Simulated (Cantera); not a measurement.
**Adiabatic ignition**

An adiabatic, constant-volume homogeneous reactor starts with 14.2 % H2, 15.0 % O2, 56.7 % N2, 14.2 % H2O, equivalence ratio 0.47, at 1600 K and 4.93 atm.

Computed with Cantera and GRI-Mech 3.0 (53 species, 325 reactions). The hydrogen kinetics of GRI-Mech 3.0 are dated; newer H2 mechanisms differ, most at raised pressure.

```json
[
 {"t (s)": "2.00e-6", "T (K)": "1612", "P (bar)": "5.03", "x H2": "0.136", "x O2": "0.147", "x H2O": "0.146", "x NO": "2.19e-9", "x NO2": "4.15e-12", "x H2O2": "9.53e-6"},
 {"t (s)": "5.34e-6", "T (K)": "2483", "P (bar)": "7.32", "x H2": "0.00875", "x O2": "0.0808", "x H2O": "0.279", "x NO": "3.18e-5", "x NO2": "5.47e-8", "x H2O2": "1.78e-6"},
 {"t (s)": "1.43e-5", "T (K)": "2600", "P (bar)": "7.61", "x H2": "0.00358", "x O2": "0.0814", "x H2O": "0.291", "x NO": "9.35e-5", "x NO2": "1.29e-7", "x H2O2": "1.98e-6"},
 {"t (s)": "3.81e-5", "T (K)": "2601", "P (bar)": "7.61", "x H2": "0.00354", "x O2": "0.0814", "x H2O": "0.291", "x NO": "0.000239", "x NO2": "3.29e-7", "x H2O2": "1.99e-6"},
 {"t (s)": "0.000102", "T (K)": "2600", "P (bar)": "7.61", "x H2": "0.00353", "x O2": "0.0812", "x H2O": "0.291", "x NO": "0.000624", "x NO2": "8.58e-7", "x H2O2": "1.98e-6"},
 {"t (s)": "0.000271", "T (K)": "2598", "P (bar)": "7.60", "x H2": "0.00352", "x O2": "0.0807", "x H2O": "0.291", "x NO": "0.00161", "x NO2": "2.22e-6", "x H2O2": "1.97e-6"},
 {"t (s)": "0.000725", "T (K)": "2594", "P (bar)": "7.59", "x H2": "0.00348", "x O2": "0.0796", "x H2O": "0.291", "x NO": "0.00398", "x NO2": "5.45e-6", "x H2O2": "1.94e-6"},
 {"t (s)": "0.00194", "T (K)": "2586", "P (bar)": "7.56", "x H2": "0.00341", "x O2": "0.0775", "x H2O": "0.291", "x NO": "0.00845", "x NO2": "1.15e-5", "x H2O2": "1.88e-6"},
 {"t (s)": "0.00517", "T (K)": "2578", "P (bar)": "7.54", "x H2": "0.00334", "x O2": "0.0755", "x H2O": "0.292", "x NO": "0.0127", "x NO2": "1.72e-5", "x H2O2": "1.82e-6"},
 {"t (s)": "0.0138", "T (K)": "2576", "P (bar)": "7.53", "x H2": "0.00332", "x O2": "0.0751", "x H2O": "0.292", "x NO": "0.0137", "x NO2": "1.84e-5", "x H2O2": "1.81e-6"},
 {"t (s)": "0.0368", "T (K)": "2576", "P (bar)": "7.53", "x H2": "0.00332", "x O2": "0.0751", "x H2O": "0.292", "x NO": "0.0137", "x NO2": "1.85e-5", "x H2O2": "1.81e-6"},
 {"t (s)": "0.0984", "T (K)": "2576", "P (bar)": "7.53", "x H2": "0.00332", "x O2": "0.0751", "x H2O": "0.292", "x NO": "0.0137", "x NO2": "1.85e-5", "x H2O2": "1.81e-6"},
 {"t (s)": "0.263", "T (K)": "2576", "P (bar)": "7.53", "x H2": "0.00332", "x O2": "0.0751", "x H2O": "0.292", "x NO": "0.0137", "x NO2": "1.85e-5", "x H2O2": "1.81e-6"},
 {"t (s)": "0.701", "T (K)": "2576", "P (bar)": "7.53", "x H2": "0.00332", "x O2": "0.0751", "x H2O": "0.292", "x NO": "0.0137", "x NO2": "1.85e-5", "x H2O2": "1.81e-6"},
 {"t (s)": "1.87", "T (K)": "2576", "P (bar)": "7.53", "x H2": "0.00332", "x O2": "0.0751", "x H2O": "0.292", "x NO": "0.0137", "x NO2": "1.85e-5", "x H2O2": "1.81e-6"},
 {"t (s)": "5.00", "T (K)": "2576", "P (bar)": "7.53", "x H2": "0.00332", "x O2": "0.0751", "x H2O": "0.292", "x NO": "0.0137", "x NO2": "1.85e-5", "x H2O2": "1.81e-6"}
]
```
x: mole fraction; the columns are a selection and need not sum to one.

time of steepest temperature rise: 2.74 µs
temperature at 5.00 s: 2576 K
equilibrium temperature: 2576 K
x(H2) at 5.00 s: 0.00332 (gas-phase equilibrium 0.00332)
x(O2) at 5.00 s: 0.0751 (gas-phase equilibrium 0.0751)
x(H2O) at 5.00 s: 0.292 (gas-phase equilibrium 0.292)
